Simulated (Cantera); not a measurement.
An adiabatic, constant-pressure homogeneous reactor starts with 7.75 % C₃H₈, 19.4 % O₂, 72.9 % N₂, equivalence ratio 2.0, at 1125 K and 0.227 atm.

Cantera simulation using GRI-Mech 3.0 (53 species, 325 reactions); the numbers are that mechanism's predictions, not measurements. GRI-Mech 3.0 was tuned for natural gas; its chemistry of propane as a main component is partial and can be far from experiment.

x: mole fraction; the columns are a selection and need not sum to one.

| t (s) | T (K) | x C₃H₈ | x O₂ | x CH₄ | x OH | x CH₃ | x H |
|---|---|---|---|---|---|---|---|
| 2.00e-6 | 1125 | 0.0775 | 0.194 | 6.18e-11 | 2.24e-11 | 6.42e-8 | 5.27e-10 |
| 4.31e-6 | 1125 | 0.0775 | 0.194 | 2.87e-10 | 1.03e-10 | 1.39e-7 | 1.53e-9 |
| 9.28e-6 | 1125 | 0.0775 | 0.194 | [?] | 2.97e-10 | 3.07e-7 | 3.34e-9 |
| 2.00e-5 | 1125 | 0.0775 | 0.194 | [?] | 5.68e-10 | 6.91e-7 | 5.47e-9 |
| 4.31e-5 | 1125 | 0.0775 | 0.194 | [?] | 8.90e-10 | 1.56e-6 | 6.80e-9 |
| 9.28e-5 | 1125 | 0.0775 | 0.194 | [?] | 1.66e-9 | 3.49e-6 | 7.53e-9 |
| 0.000200 | 1125 | 0.0775 | 0.194 | [?] | 4.71e-9 | 7.83e-6 | 1.01e-8 |
| 0.000431 | 1125 | 0.0775 | 0.194 | [?] | 1.64e-8 | 1.82e-5 | 2.05e-8 |
| 0.000928 | 1125 | 0.0774 | 0.194 | [?] | 4.07e-8 | 4.15e-5 | 4.25e-8 |
| 0.00200 | 1125 | 0.0772 | 0.194 | [?] | 4.43e-8 | 6.01e-5 | 4.42e-8 |
| 0.00431 | 1125 | 0.0768 | 0.193 | [?] | 4.77e-8 | 6.21e-5 | 4.69e-8 |
| 0.00928 | 1124 | 0.0757 | 0.193 | [?] | 5.54e-8 | 6.32e-5 | 5.49e-8 |
| 0.0200 | 1125 | 0.0732 | 0.192 | [?] | 7.60e-8 | 6.60e-5 | 7.82e-8 |
| 0.0431 | 1131 | 0.0651 | 0.187 | [?] | 1.96e-7 | 8.37e-5 | 2.20e-7 |
| 0.0928 | 2268 | <1e-12 | 5.49e-6 | 3.13e-12 | 0.000641 | 2.46e-12 | 0.00586 |
| 0.200 | 2265 | <1e-12 | 6.44e-6 | 2.24e-12 | 0.000692 | 1.91e-12 | 0.00633 |

Task: Some entries are withheld; supply them.

Result: 
- 9.28e-6, x CH₄: 1.35e-9
- 2.00e-5, x CH₄: 6.48e-9
- 4.31e-5, x CH₄: 3.14e-8
- 9.28e-5, x CH₄: 1.53e-7
- 0.000200, x CH₄: 7.39e-7
- 0.000431, x CH₄: 3.65e-6
- 0.000928, x CH₄: 1.85e-5
- 0.00200, x CH₄: 7.61e-5
- 0.00431, x CH₄: 0.000220
- 0.00928, x CH₄: 0.000549
- 0.0200, x CH₄: 0.00135
- 0.0431, x CH₄: 0.00383
